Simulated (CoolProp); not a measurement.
Ethanol at 298.15 K and 0.00402 MPa flows at 0.12 m/s in a round tube of 6 mm bore and 0.25 µm roughness, fully developed (64/Re and Nu = 3.66 if laminar; Colebrook and Gnielinski if turbulent). Each further row changes one setting.

Model: reference Helmholtz-energy equation of state, Schroeder 2014, in CoolProp.

| case | Reynolds number | Darcy friction factor | pressure drop (Pa/m) | heat-transfer coefficient (W/(m² K)) | mass flow (kg/h) |
|---|---|---|---|---|---|
| as stated | (withheld) | (withheld) | (withheld) | 9.28 | 0.000915 |
| velocity 0.24 m/s | 12.3 | 5.21 | (withheld) | 9.28 | 0.00183 |
| diameter 12 mm | 12.3 | 5.21 | (withheld) | 4.64 | 0.00366 |

Task: Complete the blanks.

Result: 
- as stated, Reynolds number: 6.15
- as stated, Darcy friction factor: 10.4
- as stated, pressure drop (Pa/m): 0.936
- velocity 0.24 m/s, pressure drop (Pa/m): 1.87
- diameter 12 mm, pressure drop (Pa/m): 0.234

Viscosity comes from a separate model (Kiselev 2005). Thermal conductivity comes from a separate model (Assael 2013).
